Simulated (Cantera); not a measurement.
Input (Python, Cantera) and output of one run.

```python
import numpy as np
import cantera as ct

gas_names = """
    CF4 F CF2 C2F4 F2
""".split()
cond_names = """
    C(gr)
""".split()


# ... load() reads the species with a 1 bar reference pressure and builds the phases ...
species = {s.name: s for s in load("nasa_gas.yaml", gas_names) + load("nasa_condensed.yaml", cond_names)}
# Each term lists the table entries of one substance; the one whose range holds T is used.
reactions = {
    'CF4(g) = C + 4 F(g)':
        [(-1, ['CF4']), (1, ['C(gr)']), (4, ['F'])],
    '2 CF2(g) = C2F4(g)':
        [(-2, ['CF2']), (1, ['C2F4'])],
    '2 CF4(g) = C2F4(g) + 2 F2(g)':
        [(-2, ['CF4']), (1, ['C2F4']), (2, ['F2'])],
}


def pick(names, T):
    return next(species[n] for n in names if species[n].thermo.min_temp <= T <= species[n].thermo.max_temp)


results = []
for label, terms in reactions.items():
    print(label)
    print("     T/K   dH/kJ  dS/(J/K)   dG/kJ   log10 K")
    for T in [2348, 2448, 2548, 2648, 2748, 2848, 2948]:
        used = [(nu, pick(names, T)) for nu, names in terms]
        dH = sum(nu * s.thermo.h(T) for nu, s in used) / 1e6
        dS = sum(nu * s.thermo.s(T) for nu, s in used) / 1e3
        dG = dH - T * dS / 1e3
        logK = -dG * 1e6 / (ct.gas_constant * T * np.log(10))
        results.append((label, T, dH, dS, dG, logK, [s.name for _, s in used]))
        print(f"{T:8g} {dH:8.1f} {dS:8.1f} {dG:8.1f} {logK:8.2f}")
```

It prints:

```
CF4(g) = C + 4 F(g)
     T/K   dH/kJ  dS/(J/K)   dG/kJ   log10 K
    2348   1269.1    408.8    309.2    -6.88
    2448   1269.4    409.0    268.3    -5.72
    2548   1269.7    409.1    227.4    -4.66
    2648   1269.9    409.2    186.5    -3.68
    2748   1270.2    409.3    145.5    -2.77
    2848   1270.5    409.4    104.6    -1.92
    2948   1270.7    409.5     63.7    -1.13
2 CF2(g) = C2F4(g)
     T/K   dH/kJ  dS/(J/K)   dG/kJ   log10 K
    2348   -268.8   -159.8    106.5    -2.37
    2448   -267.2   -159.2    122.5    -2.61
    2548   -265.7   -158.6    138.3    -2.84
    2648   -264.2   -158.0    154.2    -3.04
    2748   -262.6   -157.4    169.9    -3.23
    2848   -261.1   -156.9    185.7    -3.41
    2948   -259.7   -156.4    201.3    -3.57
2 CF4(g) = C2F4(g) + 2 F2(g)
     T/K   dH/kJ  dS/(J/K)   dG/kJ   log10 K
    2348   1206.0    188.1    764.4   -17.00
    2448   1205.5    187.9    745.6   -15.91
    2548   1204.9    187.7    726.8   -14.90
    2648   1204.4    187.4    708.0   -13.97
    2748   1203.8    187.2    689.3   -13.10
    2848   1203.2    187.0    670.6   -12.30
    2948   1202.5    186.8    651.9   -11.55
```

Standard-state values (1 bar) from the NASA 1993 polynomials, evaluated with Cantera. The tables' values for C2F4 are old estimates. Condensed species are held in their standard states even where they would react or evaporate.
